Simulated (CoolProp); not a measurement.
Vapour-liquid equilibrium of propane (1) + isobutane (2) at 0.039 MPa; x and y are mole fractions of (1).

Values from CoolProp's multi-fluid Helmholtz-energy mixture model, Lemmon 2009 and Bücker 2006; pair parameters Kunz 2012.

**Question.** Give the bubble temperature and the first vapour's composition at x = 0.2, 0.5, 0.95. Is there an azeotrope?

**Answer.** x = 0.2: 230.2 K, y = 0.489; x = 0.5: 221.2 K, y = 0.803; x = 0.95: 212.2 K, y = 0.989. No azeotrope shows between x = 0.05 and 0.95.

The pair parameters rest on a limited set of measurements; away from them the model extrapolates.
